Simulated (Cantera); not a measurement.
# Ignition delay

Mixture: C₃H₈ : O₂ : N₂ = 1 : 5.88 : 22.1 (molar parts), equivalence ratio 0.85, at 24000 Torr, adiabatic and at constant volume. Ignition delay is the time to a rise of 400 K.

Model: GRI-Mech 3.0 (53 species, 325 reactions), integrated in Cantera. GRI-Mech 3.0 was tuned for natural gas; its chemistry of propane as a main component is partial and can be far from experiment. The pressure lies above the range GRI-Mech 3.0 was tuned for (to about 10 atm).

```csv
T0 (K),delay (ms)
1100,3.28
1150,1.40
1200,0.617
1250,0.278
1300,0.129
1350,0.0622
```

- apparent activation energy between 1250 and 1350 K: 210 kJ/mol
